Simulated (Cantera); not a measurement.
Feed: 1 mol Al, 1.7 mol HCl, 18 mol N₂, held at 61000 Pa.

These are equilibrium values from Cantera (NASA tables, ideal gas, pure condensed phases), not measurements of a reactor. Candidate condensed phases: Al, AlCl₃, AlN, NH₄Cl; 20 gas species. Equilibrium is a limit: real reactors are often held back by kinetics, nucleation or transport. All values below are at 550 K.

Base state: N₂ 0.935, H₂ 0.0369, HCl 0.0146, Al₂Cl₆ 0.0119, AlCl₃ 0.00124, NH₃ 0.000441 (mole fractions); condensed: AlN(s).

What changes in the equilibrium state with this change: pressure from 61000 Pa to 45.0 Pa?


| species | before | after |
|---|---|---|
| N₂ | 0.935 | 0.923 |
| HCl | 0.0146 | 0.0305 |
| H₂ | 0.0369 | 0.0291 |
| AlCl₃ | 0.00124 | 0.0163 |
| Al₂Cl₆ | 0.0119 | 0.00153 |
| NH₃ | 0.000441 | 2.26e-7 |
| AlN(s), mol | 0.525 | 0.628 |
